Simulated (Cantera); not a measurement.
Cantera with NASA thermochemical tables; ideal gases at 1 bar, condensed phases pure. Values are per mole of reaction as written; species without (g) are pure solids or liquids, kept so even where they would boil at 1 bar.

2 Cr + NO₂(g) ⇌ O₂(g) + Cr₂N

| T (K) | ΔH° (kJ) | ΔS° (J/K) | ΔG° (kJ) | log10 K |
|---|---|---|---|---|
| 1298 | -150.4 | -2.6 | -147.0 | 5.92 |
| 1323 | ___ | ___ | ___ | ___ |
| 1348 | ___ | ___ | ___ | ___ |
| 1373 | ___ | ___ | ___ | ___ |
| 1398 | ___ | ___ | ___ | ___ |

Problem. Some entries are withheld; supply them.

Solution. 
- 1323, ΔH° (kJ): -150.3
- 1323, ΔS° (J/K): -2.5
- 1323, ΔG° (kJ): -146.9
- 1323, log10 K: 5.80
- 1348, ΔH° (kJ): -150.2
- 1348, ΔS° (J/K): -2.4
- 1348, ΔG° (kJ): -146.9
- 1348, log10 K: 5.69
- 1373, ΔH° (kJ): -150.0
- 1373, ΔS° (J/K): -2.3
- 1373, ΔG° (kJ): -146.8
- 1373, log10 K: 5.59
- 1398, ΔH° (kJ): -149.9
- 1398, ΔS° (J/K): -2.3
- 1398, ΔG° (kJ): -146.8
- 1398, log10 K: 5.48
